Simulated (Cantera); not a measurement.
Input: 1 mol SO2, 0.047 mol H2O, 3.1 mol N2, equilibrated at 1 atm.

Method: chemical equilibrium by Gibbs-energy minimisation in Cantera with the NASA 1993 tables (ideal gas, pure condensed phases). Candidate condensed phases: H2O, H2SO4, S; 35 gas species. The numbers say what is thermodynamically allowed, not how fast it happens. All values below are at 2552 °C.

Base state: N2 0.719, SO2 0.187, SO 0.0434, O2 0.0160, NO 0.0100, O 0.00752, H2O 0.00600, OH 0.00455 (mole fractions); condensed: gas only.

**Question.** What changes in the equilibrium state with this change: SO2 replaced by CO2?

**Answer.** 
```
species    before   after
-------  --------  ------
N2          0.719   0.694
CO2             0   0.122
CO              0   0.104
SO2         0.187       0
SO         0.0434       0
O2         0.0160  0.0383
O         0.00752  0.0116
NO         0.0100  0.0153
S         0.00223       0
S2       0.000233       0
SH       0.000133       0
S2O       3.43e-5       0
```
Further candidate phases: C, C6H6, C7H8, C8H18.
